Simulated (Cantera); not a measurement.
Equilibrium for sublimation and decomposition of ceramics: MgO + C + H₂

Feed: 1 mol MgO, 0.7 mol C, 0.019 mol H₂.

These are equilibrium values from Cantera (NASA tables, ideal gas, pure condensed phases), not measurements of a reactor. Candidate condensed phases: C, C₆H₆, C₇H₈, C₈H₁₈, H₂O, Mg, MgCO₃, MgO, Mg(OH)₂; 116 gas species. Kinetics and transport are ignored.

Stable condensed phases:

```
T in °C \ P in Pa
               1       4      16      63     250    1000    4000   16000   63000  250000 1000000
   2502        A       A       A       A       A       A       A       B       B       B       B
   2402        A       A       A       A       A       A       B       B       B       B       B
   2302        A       A       A       A       A       B       B       B       B       B       B
   2202        A       A       A       A       A       B       B       B       B       B       B
   2102        A       A       A       A       B       B       B       B       B       B       B
   2002        A       A       A       B       B       B       B       B       B       B       C
   1902        A       A       B       B       B       B       B       B       B       B       C
   1802        A       A       B       B       B       B       B       B       B       C       C
   1702        A       B       B       B       B       B       B       B       C       C       C
   1602        B       B       B       B       B       B       B       B       C       C       C
```

A: gas only; B: MgO; C: C + MgO.
